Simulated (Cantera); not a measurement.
Thermodynamics of abatement and gas-phase synthesis, feed NF₃ + SO₂

A closed system holds: 1 mol NF₃, 0.0095 mol SO₂, at 21.0 Pa.

Method: chemical equilibrium by Gibbs-energy minimisation in Cantera with the NASA 1993 tables (ideal gas, pure condensed phases). Candidate condensed phases: S; 35 gas species. The tables' values for SOF₂, SF₃ are old estimates; treat these amounts as uncertain. Equilibrium is a limit: real reactors are often held back by kinetics, nucleation or transport.

```csv
T (K),log p F,log p N₂,log p O,log p SO₂,log p S
1573,-3.75,-4.52,-8.46,-6.43,-11.70
1623,-3.75,-4.52,-8.27,-6.35,-10.89
1673,-3.75,-4.52,-8.09,-6.32,-10.18
1723,-3.75,-4.52,-7.90,-6.31,-9.55
1773,-3.75,-4.52,-7.71,-6.31,-9.01
1823,-3.75,-4.52,-7.51,-6.32,-8.54
1873,-3.75,-4.52,-7.30,-6.35,-8.16
1923,-3.75,-4.52,-7.09,-6.39,-7.83
1973,-3.75,-4.52,-6.89,-6.46,-7.54
2023,-3.75,-4.52,-6.70,-6.54,-7.29
2073,-3.75,-4.53,-6.54,-6.66,-7.06
2123,-3.75,-4.53,-6.39,-6.81,-6.86
2173,-3.75,-4.53,-6.27,-7.02,-6.69
2223,-3.75,-4.53,-6.17,-7.28,-6.56
```
log p: log10 of the partial pressure in bar; nothing condenses.

From 1573 K to 2223 K nothing is condensed.
